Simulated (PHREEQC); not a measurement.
Alkaline etch or developer

Make-up at 20 °C: 0.065 mol/kgw NH3, 0.00032 mol/kgw Na2SiO3 and 0.0079 mol/kgw Na2CO3. Closed to the air; pH follows from the charge balance.

Computed with PHREEQC (ion-association model, phreeqc.dat).

Each row changes one thing in this solution. Precipitation was switched off in this run.

```tsv
case	pH	ionic strength (mol/kgw)	Na+ (mol/kgw)	CO3-2 (mol/kgw)	NH4+ (mol/kgw)	NaCO3- (mol/kgw)	SI of Quartz (SiO2)
as made	11.33	0.0231	0.0156	0.00657	0.000888	0.000847	-0.94
NH3 from 0.065 to 0.013 mol/kgw	…	0.0223	0.0156	0.00641	0.000243	0.000834	…
Na2CO3 from 0.0079 to 0.00711 mol/kgw	…	0.0210	0.0141	0.00595	0.000892	0.000710	-0.94
diluted 5-fold with water	…	0.00488	0.00324	0.00128	0.000365	4.47e-5	…
```

**Question.** Fill in the missing entries.

**Answer.** 
- NH3 from 0.065 to 0.013 mol/kgw, pH: 11.19
- NH3 from 0.065 to 0.013 mol/kgw, SI of Quartz (SiO2): -0.81
- Na2CO3 from 0.0079 to 0.00711 mol/kgw, pH: 11.32
- diluted 5-fold with water, pH: 10.97
- diluted 5-fold with water, SI of Quartz (SiO2): -1.27

Species that the database lacks are ignored.
